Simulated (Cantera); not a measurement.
Input: 1 mol SiC, 0.46 mol O2, 250 mol N2, at 1100 K and 2.10 Pa.

Equilibrium computed with Cantera from the NASA thermochemical tables; the gas is ideal and each condensed phase is pure. Candidate condensed phases: C, Si, SiC, SiO2, Si2N2O, Si3N4; 34 gas species. N2 is the only nitrogen source here; it is nearly inert below about 1500 K, so the nitride shown seldom forms there in practice. Equilibrium is a limit: real reactors are often held back by kinetics, nucleation or transport.

Base state: N2 0.998, CO 0.00168 (mole fractions); condensed: C(graphite) + Si2N2O(s).

**Question.** What changes in the equilibrium state with this change: 0.67 mol H2O added?

**Answer.** 
| species | before | after |
|---|---|---|
| N2 | 0.998 | 0.993 |
| CO | 0.00168 | 0.00398 |
| H2 | 0 | 0.00267 |
| C(graphite), mol | 0.580 | 0 |
| Si2N2O(s), mol | 0.500 | 0.470 |
| SiO2(β-quartz), mol | 0 | 0.0599 |
Mutual solubility and eutectic melting of coexisting phases are not modelled. Further candidate phases: C6H6, C7H8, C8H18, H2O.
